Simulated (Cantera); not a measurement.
Input: 1 mol Si₃N₄, 0.055 mol C, 7.1 mol H₂, held at 2848 K.

Method: chemical equilibrium by Gibbs-energy minimisation in Cantera with the NASA 1993 tables (ideal gas, pure condensed phases). Candidate condensed phases: C, C₆H₆, C₇H₈, C₈H₁₈, Si, SiC, Si₃N₄; 105 gas species. Gases not in the tables: Si₂H₆ and higher silanes. The numbers say what is thermodynamically allowed, not how fast it happens.

Q: Which condensed phases are stable at each of these points (P (Pa)): 1, 5.60, 32, 180, 1000, 5600, 32000, 180000, 1000000?

A: 
```
P (Pa)   condensed phases  Si condensed (%)
-------  ----------------  ----------------
1                gas only               0.0
5.60             gas only               0.0
32               gas only               0.0
180              gas only               0.0
1000             gas only               0.0
5600             gas only               0.0
32000               Si(l)              28.6
180000              Si(l)              87.1
1000000             Si(l)              96.6
```

From 1.00 Pa to 5600 Pa nothing is condensed. From 32000 Pa to 1000000 Pa the condensed part is Si(l).
